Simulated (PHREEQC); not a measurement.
Consider water at 20 °C with 0.028 mol/kgw MgCl2, 5.4e-05 mol/kgw Na2CO3, 3.3e-05 mol/kgw H4SiO4 and 0.0005 mol/kgw K2SO4. Closed to the air; pH follows from the charge balance.

Model: ion-association model, phreeqc.dat, run in PHREEQC.

| Property | Value |
|---|---|
| pH | 8.94 |
| ionic strength | 0.0845 mol/kgw |
| specific conductance | 5150 µS/cm |
| density | 1.001 g/cm³ |
| total alkalinity | 0.108 meq/kg |

| species | molality | activity | log γ |
|---|---|---|---|
| Cl- | 0.0560 | 0.0437 | -0.108 |
| Mg+2 | 0.0277 | 0.0118 | -0.369 |
| K+ | 0.000999 | 0.000777 | -0.109 |
| SO4-2 | 0.000256 | 0.000102 | -0.402 |
| MgSO4 | 0.000243 | 0.000248 | 0.008 |
| Na+ | 0.000108 | 8.60e-5 | -0.099 |
| HCO3- | 3.57e-5 | 2.85e-5 | -0.097 |
| MgOH+ | 2.91e-5 | 2.36e-5 | -0.091 |

This is a speciation only: nothing precipitates in the calculation.
